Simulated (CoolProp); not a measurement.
Vapour-liquid equilibrium of CH2F2 (R32) (1) + propylene (2) at 432 kPa; x and y are mole fractions of (1).

Computed with CoolProp (multi-fluid Helmholtz-energy mixture model, Tillner-Roth 1997 and Lemmon 2013; pair parameters Bell 2016).

| x | bubble temperature (K) | y at the bubble point | dew temperature at overall composition x (K) | liquid density (mol/L) |
|---|---|---|---|---|
| 0.05 | 258.8 | 0.167 | 262.1 | 13.65 |
| 0.2 | 251.6 | 0.416 | 257.9 | 14.55 |
| 0.35 | 249.0 | 0.519 | 253.5 | 15.45 |
| 0.5 | 248.0 | 0.576 | 249.4 | 16.47 |
| 0.65 | 247.9 | 0.623 | 248.1 | 17.70 |
| 0.8 | 248.6 | 0.692 | 250.6 | 19.18 |
| 0.95 | 252.0 | 0.869 | 253.8 | 20.88 |

y crosses x between x = 0.5 and 0.65: the model has an azeotrope there.

Pair parameters are fitted to limited data, so mixtures are less certain than the pure fluids.
